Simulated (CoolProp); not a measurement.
The fluid at 259.94 K and 0.68 MPa flows at 0.24 m/s in a round tube of 6 mm bore and 15 µm roughness, fully developed (64/Re and Nu = 3.66 if laminar; Colebrook and Gnielinski if turbulent). The same conditions are run with several fluids, on thermodynamics alone (safety and materials aside).

The numbers come from the reference Helmholtz-energy equation of state of each fluid (R143a: Lemmon and Jacobsen 2000; R124: de Vries 1995; R407C: Lemmon 2003; R134a: Tillner-Roth 1994) in CoolProp. Blends and air are pseudo-pure fits.

**Question.** Rank R143a, R124, R407C, R134a by Reynolds number, highest first.

**Answer.** R143a (9590), R407C (7530), R134a (6050), R124 (5240)

```csv
fluid,Darcy friction factor,pressure drop (Pa/m),heat-transfer coefficient (W/(m² K)),mass flow (kg/h)
R143a,0.0348,178,808,26.1
R124,0.0396,281,541,36.1
R407C,0.0365,225,815,31.4
R134a,0.0383,246,693,32.7
```

Transport values come from each fluid's own correlations; those of R143a, R124, R134a are estimates that may be off by 10 % or more.
